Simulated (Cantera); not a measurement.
Input (Python, Cantera) and output of one run.

```python
import numpy as np
import cantera as ct

gas_names = [...]  # 113 gases of nasa_gas.yaml made of C, H, O, Ti
cond_names = """
    C(gr) C6H6(L) C7H8(L) C8H18(L),n-octa H2O(s) H2O(L) Ti(a) Ti(b) Ti(L) TiC(s) TiC(L) TiO(a) TiO(b)
    TiO(L) TiO2(ru) TiO2(L) Ti2O3(a) Ti2O3(b) Ti2O3(L) Ti3O5(a) Ti3O5(b) Ti3O5(L) Ti4O7(s) Ti4O7(L)
""".split()


# ... load() reads the species with a 1 bar reference pressure and builds the phases ...
atoms = {
    'TiO2': {'Ti': 1, 'O': 2},
    'CH4': {'C': 1, 'H': 4},
    'CO': {'C': 1, 'O': 1},
}
top_T = {'C(gr)': 4500}  # K; cautious upper limits of use, not melting points


# ... equilibrate(T, P, feed) seeds the gas with the atoms and calls Mixture.equilibrate('TP', solver="vcs", rtol=1e-11, max_steps=5000) ...
results = []
feed = {'TiO2': 1, 'CH4': 1.2, 'CO': 0.15}  # mol
P = 11  # Pa
for T in [1523, 1623, 1723, 1823, 1923, 2023, 2123, 2223, 2323, 2423]:
    mix = equilibrate(T, P, feed)
    results.append((T, P, feed, dict(zip(mix.species_names, mix.species_moles))))
    x = sorted(zip(gas.X, gas.species_names), reverse=True)
    print(f"T = {T:g} K  P = {P:g} Pa  gas = {mix.phase_moles(0):.4g} mol")
    print("   x: " + "  ".join(f"{s} {v:.3e}" for v, s in x if v > 0.001))
    print("   condensed (mol): " + ("  ".join(f"{mix.phase(i).name} {mix.phase_moles(i):.4g}"
          for i in range(1, mix.n_phases) if mix.phase_moles(i) > 1e-12) or "none"))
```

Result:

```
T = 1523 K  P = 11 Pa  gas = 3.473 mol
   x: H2 6.901e-01  CO 3.081e-01  H 1.831e-03
   condensed (mol): TiC(s) 0.28  Ti2O3(b) 0.36
T = 1623 K  P = 11 Pa  gas = 3.66 mol
   x: H2 6.531e-01  CO 3.415e-01  H 5.326e-03
   condensed (mol): TiC(s) 0.1  TiO(b) 0.9
T = 1723 K  P = 11 Pa  gas = 3.676 mol
   x: H2 6.459e-01  CO 3.401e-01  H 1.397e-02
   condensed (mol): TiC(s) 0.1  TiO(b) 0.8999
T = 1823 K  P = 11 Pa  gas = 3.713 mol
   x: H2 6.300e-01  CO 3.368e-01  H 3.279e-02
   condensed (mol): TiC(s) 0.09968  TiO(b) 0.8987
T = 1923 K  P = 11 Pa  gas = 3.802 mol
   x: H2 5.965e-01  CO 3.300e-01  H 6.937e-02  Ti 2.431e-03  TiO 1.694e-03
   condensed (mol): TiC(s) 0.09539  TiO(b) 0.8889
T = 2023 K  P = 11 Pa  gas = 4.113 mol
   x: H2 5.184e-01  CO 3.166e-01  H 1.304e-01  Ti 2.529e-02  TiO 9.372e-03
   condensed (mol): TiC(s) 0.04802  TiO(L) 0.8094
T = 2123 K  P = 11 Pa  gas = 4.638 mol
   x: H2 4.082e-01  CO 2.911e-01  H 2.185e-01  Ti 4.321e-02  TiO 3.889e-02
   condensed (mol): TiO(L) 0.6189
T = 2223 K  P = 11 Pa  gas = 5.641 mol
   x: H 3.159e-01  H2 2.675e-01  CO 2.393e-01  TiO 1.393e-01  Ti 3.675e-02  TiO2 1.210e-03
   condensed (mol): none
T = 2323 K  P = 11 Pa  gas = 6.076 mol
   x: H 4.364e-01  CO 2.222e-01  H2 1.767e-01  TiO 1.289e-01  Ti 3.434e-02  TiO2 1.291e-03
   condensed (mol): none
T = 2423 K  P = 11 Pa  gas = 6.495 mol
   x: H 5.370e-01  CO 2.078e-01  TiO 1.201e-01  H2 1.009e-01  Ti 3.244e-02  TiO2 1.365e-03
   condensed (mol): none
```

These are equilibrium values from Cantera (NASA tables, ideal gas, pure condensed phases), not measurements of a reactor. Mutual solubility and eutectic melting of coexisting phases are not modelled. TiC, TiO: taken at fixed stoichiometry. Condensed phases not in the tables: solid solutions among these carbides, nitrides and lower oxides.
